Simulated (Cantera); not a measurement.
Input (Python, Cantera):

```python
import numpy as np
import cantera as ct

gas = ct.Solution("h2o2.yaml")
gas.TPX = 1048, 150, {'H2': 0.14, 'O2': 1}
reactor = ct.IdealGasConstPressureReactor(gas, energy="off", clone=False)
net = ct.ReactorNet([reactor])
net.rtol, net.atol = 1e-08, 1e-18
show = ['H2', 'O2', 'H2O', 'OH', 'HO2']
times = np.geomspace(2e-05, 300, 10)

steps = ct.SolutionArray(gas, extra=["t"])
rows = []
print(f"{'t/s':>10s}{'T/K':>9s}{'P/Pa':>11s}" + "".join(f"{s:>11s}" for s in show))
for t in times:
    while net.time < t:
        t_next = net.step()
        steps.append(gas.state, t=t_next)
    rows.append([np.interp(t, steps.t, y) for y in (steps.T, steps.P, *steps(*show).X.T)])
    print(f"{t:10.3e}{rows[-1][0]:9.1f}{rows[-1][1]:11.4g}" + "".join(f"{x:11.3e}" for x in rows[-1][2:]))
rate = np.gradient(steps.T, steps.t)
print("integrator steps:", len(steps.t))
if steps.T.max() > steps.T[0] + 200:
    print(f"time of steepest temperature rise: {steps.t[rate.argmax()]:.4e} s")
gas.TPX = 1048, 150, {'H2': 0.14, 'O2': 1}
gas.equilibrate("TP")
print(f"equilibrium (TP): T = {gas.T:.1f} K  " + "  ".join(f"{s} {gas[s].X[0]:.3e}" for s in show))
```

Result:

```
       t/s      T/K       P/Pa         H2         O2        H2O         OH        HO2
 2.000e-05   1048.0        150  1.228e-01  8.772e-01  1.861e-15  8.520e-14  8.228e-12
 1.254e-04   1048.0        150  1.228e-01  8.772e-01  4.117e-13  2.957e-12  5.160e-11
 7.865e-04   1048.0        150  1.228e-01  8.772e-01  6.636e-11  6.934e-11  3.237e-10
 4.932e-03   1048.0        150  1.228e-01  8.772e-01  1.367e-08  3.371e-09  2.040e-09
 3.093e-02   1048.0        150  3.575e-02  8.292e-01  6.458e-02  6.380e-03  9.960e-07
 1.940e-01   1048.0        150  3.100e-03  8.148e-01  1.037e-01  3.556e-03  1.110e-06
 1.216e+00   1048.0        150  1.038e-03  8.543e-01  1.246e-01  2.094e-03  1.047e-06
 7.628e+00   1048.0        150  3.262e-05  8.686e-01  1.306e-01  3.720e-04  2.600e-07
 4.784e+01   1048.0        150  1.119e-06  8.691e-01  1.308e-01  6.950e-05  1.859e-08
 3.000e+02   1048.0        150  8.951e-08  8.691e-01  1.308e-01  1.976e-05  1.929e-09
integrator steps: 2123
equilibrium (TP): T = 1048.0 K  H2 1.250e-09  O2 8.692e-01  H2O 1.308e-01  OH 2.341e-06  HO2 1.265e-09
```

Cantera simulation using the H2/O2 subset of GRI-Mech 3.0, which has no nitrogen chemistry; the numbers are that mechanism's predictions, not measurements. Radical loss at walls, strong at low pressure, is not modelled. The temperature is held fixed by assumption; the heat of reaction is taken as removed at once.
